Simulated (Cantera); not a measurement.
# Moist CO burnout

An isothermal, constant-pressure homogeneous reactor starts with CO : O2 : H2O : N2 = 0.0023 : 0.066 : 0.015 : 1 (molar parts), at 1075 K and 36000 Pa.

Cantera simulation using GRI-Mech 3.0 (53 species, 325 reactions); the numbers are that mechanism's predictions, not measurements.

```csv
t (s),x CO,x O2,x H2O,x HO2,x H2
3.00e-5,0.00212,0.0609,0.0138,<1e-12,<1e-12
8.68e-5,0.00212,0.0609,0.0138,<1e-12,<1e-12
0.000251,0.00212,0.0609,0.0138,1.18e-12,<1e-12
0.000727,0.00212,0.0609,0.0138,6.55e-12,<1e-12
0.00211,0.00212,0.0609,0.0138,9.12e-11,5.65e-12
0.00609,0.00212,0.0609,0.0138,3.37e-9,2.33e-10
0.0176,0.00209,0.0609,0.0138,1.91e-6,6.48e-7
0.0510,0.000811,0.0603,0.0138,2.11e-6,7.32e-6
0.148,0.000155,0.0600,0.0139,6.72e-7,1.14e-6
0.428,1.89e-5,0.0599,0.0139,1.12e-7,1.26e-7
1.24,1.83e-6,0.0599,0.0139,1.36e-8,1.35e-8
3.58,1.45e-7,0.0599,0.0139,1.74e-9,1.61e-9
10.4,7.01e-9,0.0599,0.0139,4.12e-10,2.64e-10
30.0,8.95e-11,0.0599,0.0139,3.09e-10,9.26e-11
```
x: mole fraction; the columns are a selection and need not sum to one.

Equilibrium at this temperature and pressure: CO 9.49e-12, O2 0.0599, H2O 0.0139, HO2 3.20e-10, H2 6.66e-11 (gas phase only).
